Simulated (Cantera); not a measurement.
Input: 1 mol CHF₃, 0.036 mol HCl, 0.57 mol H₂, held at 1427 °C.

Cantera equilibrium calculation (NASA polynomials, part measured and part estimated; ideal gas, pure solids and liquids). Candidate condensed phases: C, C₆H₆, C₇H₈, C₈H₁₈; 118 gas species. Gases not in the tables: C₂F₆ and larger saturated fluorocarbons. Equilibrium is a limit: real reactors are often held back by kinetics, nucleation or transport.

x: gas mole fraction; n: condensed amount in mol.

```csv
P (Pa),x HF,x F,x CF₄,x CF₂,x Cl,x HCl,n C(graphite)
1,0.819,0.0956,0.0357,0.0353,0.0135,1.46e-5,0.810
6.80,0.874,0.0265,0.0665,0.0185,0.0144,5.98e-5,0.787
46,0.892,0.00660,0.0788,0.00774,0.0145,0.000247,0.788
320,0.897,0.00156,0.0832,0.00302,0.0138,0.00100,0.791
2200,0.898,…,0.0854,…,…,…,0.791
15000,0.897,…,0.0873,…,…,…,0.788
100000,0.896,2.13e-5,0.0887,0.000176,0.00230,0.0122,0.786
```

Task: What belongs in the gaps?

Result: 
- 15000, x F: 8.82e-5
- 15000, x CF₂: 0.000451
- 15000, x Cl: 0.00634
- 15000, x HCl: 0.00814
- 2200, x F: 0.000370
- 2200, x CF₂: 0.00117
- 2200, x Cl: 0.0112
- 2200, x HCl: 0.00344
